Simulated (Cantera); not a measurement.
Cantera run:

```python
import numpy as np
import cantera as ct

gas_names = [...]  # 130 gases of nasa_gas.yaml made of C, H, Mg, O, S
cond_names = """
    C(gr) C6H6(L) C7H8(L) C8H18(L),n-octa H2O(s) H2O(L) H2SO4(L) Mg(cr) Mg(L) MgCO3(s) MgO(s) MgO(L)
    MgO2H2(s) MgS(s) MgSO4(s) MgSO4(L) S(cr1) S(cr2) S(L)
""".split()


# ... load() reads the species with a 1 bar reference pressure and builds the phases ...
atoms = {
    'MgO': {'Mg': 1, 'O': 1},
    'H2S': {'H': 2, 'S': 1},
    'CO2': {'C': 1, 'O': 2},
}
top_T = {'C(gr)': 4500, 'MgS(s)': 2250}  # K; cautious upper limits of use, not melting points


# ... equilibrate(T, P, feed) seeds the gas with the atoms and calls Mixture.equilibrate('TP', solver="vcs", rtol=1e-11, max_steps=5000) ...
results = []
feed = {'MgO': 1, 'H2S': 0.96, 'CO2': 0.26}  # mol
T = 1000  # K
P = 330000  # Pa
mix = equilibrate(T, P, feed)
results.append((T, P, feed, dict(zip(mix.species_names, mix.species_moles))))
print(gas.report(threshold=0.0001))
for i in range(1, mix.n_phases):
    print(f"{mix.phase(i).name:16s} {mix.phase_moles(i):12.5e} mol")
```

Result:

```
       temperature   1000 K
          pressure   3.3e+05 Pa
           density   1.4032 kg/m^3
  mean mol. weight   35.353 kg/kmol
   phase of matter   gas

                          1 kg             1 kmol
                     ---------------   ---------------
          enthalpy        -1.776e+06       -6.2786e+07  J
   internal energy       -2.0112e+06       -7.1101e+07  J
           entropy            7147.9         2.527e+05  J/K
    Gibbs function       -8.9239e+06       -3.1549e+08  J
 heat capacity c_p            1309.4             46290  J/K
 heat capacity c_v            1074.2             37975  J/K

                      mass frac. Y      mole frac. X     chem. pot. / RT
                     ---------------   ---------------   ---------------
                CO          0.022325          0.028178           -41.269
               COS          0.056807          0.033433           -49.618
               CO2           0.18015           0.14471           -76.438
               CS2         0.0039719         0.0018444           -22.798
                H2         0.0010402          0.018241           -20.316
               H2O          0.033259          0.065268           -55.484
               H2S           0.66036           0.68511           -28.664
                S2          0.042025          0.023171           -16.697
     [ +122 minor]        6.6884e-05        4.2204e-05

C(gr)             0.00000e+00 mol
H2SO4(L)          0.00000e+00 mol
Mg(L)             0.00000e+00 mol
MgCO3(s)          0.00000e+00 mol
MgO(s)            1.00000e+00 mol
MgO2H2(s)         0.00000e+00 mol
MgS(s)            0.00000e+00 mol
MgSO4(s)          0.00000e+00 mol
S(L)              0.00000e+00 mol
```

Equilibrium computed with Cantera from the NASA thermochemical tables; the gas is ideal and each condensed phase is pure. Gases not in the tables: S3 to S7.
